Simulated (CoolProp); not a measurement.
A single-stage vapour-compression cycle with the fluid: evaporating at 311.15 K (dew point), condensing at 350.15 K (bubble point), superheat 2 K, subcooling 2 K, compressor efficiency 0.9, no pressure losses. The same conditions are run with several fluids, on thermodynamics alone (safety and materials aside).

Values from CoolProp's reference Helmholtz-energy equation of state of each fluid (1,2-dichloroethane: Thol 2015; R407C: Lemmon 2003; vinyl chloride: Thol 2022; R21: Platzer 1990; R142b: Lemmon 2006; R236FA: Pan 2012). The equations of Platzer and Polt are older, rougher fits. Blends and air are pseudo-pure fits.

### Question
Rank 1,2-dichloroethane, R407C, vinyl chloride, R21, R142b, R236FA by cooling COP, highest first.

### Answer
1,2-dichloroethane (6.60), R21 (6.30), vinyl chloride (6.15), R142b (5.83), R236FA (5.40), R407C (4.04)

| fluid | pressure ratio | discharge temperature (K) | refrigerating effect (kJ/kg) | volumetric capacity (kJ/m³) |
|---|---|---|---|---|
| 1,2-dichloroethane | 4.34 | 367.4 | 301 | 219 |
| R407C | 2.69 | 368.6 | 101 | 6390 |
| vinyl chloride | 2.55 | 369.0 | 252 | 3830 |
| R21 | 2.87 | 368.4 | 183 | 2160 |
| R142b | 2.62 | 353.9 | 142 | 3080 |
| R236FA | 2.83 | 350.1 | 90.4 | 2470 |

The compression ends wet for: R236FA.
